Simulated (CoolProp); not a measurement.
Saturation properties of n-nonane.

Computed with CoolProp (reference Helmholtz-energy equation of state, Lemmon 2006). It is a short technical equation, of lower accuracy than the large ones.

```tsv
T (°C)	p (bar)	enthalpy of vaporisation (kJ/kg)	vapour Z	liquid viscosity (µPa s)	vapour viscosity (µPa s)
6.85	0.001689	373.1	0.9995	842	5.12
35.65	0.01104	356.5	0.9979	574	5.63
64.45	0.04907	340.2	0.9935	423	6.13
93.25	0.1640	323.8	0.9841	327	6.61
121.95	0.4414	306.8	0.9676	259	7.09
150.75	1.013	288.6	0.9418	209	7.57
179.55	2.050	268.5	0.9046	169	8.05
208.35	3.762	245.7	0.8539	137	8.56
237.15	6.397	218.8	0.7862	109	9.17
265.85	10.23	185.1	0.6952	84.5	10.0
294.65	15.69	137.2	0.5622	60.8	11.6
```

It boils at 150.8 °C under 1 atm.

Viscosity comes from a separate model (Huber 2004).
